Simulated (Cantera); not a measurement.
Input: 1 mol SiH₄, 15 mol NH₃, 4.8 mol N₂, held at 0.133 bar.

Method: chemical equilibrium by Gibbs-energy minimisation in Cantera with the NASA 1993 tables (ideal gas, pure condensed phases). Candidate condensed phases: Si, Si₃N₄; 18 gas species. Gases not in the tables: Si₂H₆ and higher silanes. Rates play no part.

Over these rows the condensed part is Si₃N₄(s). Partial pressures as log10 of bar:

| T (K) | 1000/T (1/K) | log p Si | log p H₂ | log p N₂ |
|---|---|---|---|---|
| 1723 | 0.5804 | -6.85 | -1.04 | -1.37 |
| 1748 | 0.5721 | -6.55 | -1.04 | -1.37 |
| 1773 | 0.5640 | -6.26 | -1.04 | -1.37 |
| 1798 | 0.5562 | -5.98 | -1.04 | -1.37 |
| 1823 | 0.5485 | -5.71 | -1.04 | -1.37 |
| 1848 | 0.5411 | ? | -1.04 | -1.37 |

### Question
Fit log p(Si) = a + b·(1000/T) to the five rows, give the apparent enthalpy, and predict the row at 1848 K.

### Answer
Means: 1000/T = 0.5642, log p = -6.270. Sxy = -0.022722, Sxx = 0.0006354, so b = -35.76 and a = -6.270 − (-35.76)×0.5642 = 13.91.
Apparent enthalpy: −19.145 × (-35.76) = 685 kJ/mol. With the condensed phases at unit activity, 1/3 Si₃N₄(s) = Si(g) + 2/3 N₂(g) links this pressure to the main gases: over the six rows their terms move log p by +0.00 in all, so the slope is close to that reaction's ΔH°. The five rows lie within 0.01 of the line.
Prediction at 1848 K: 13.91 + (-35.76)×0.5411 = -5.44. The computed value is -5.44, 0.00 from the line.
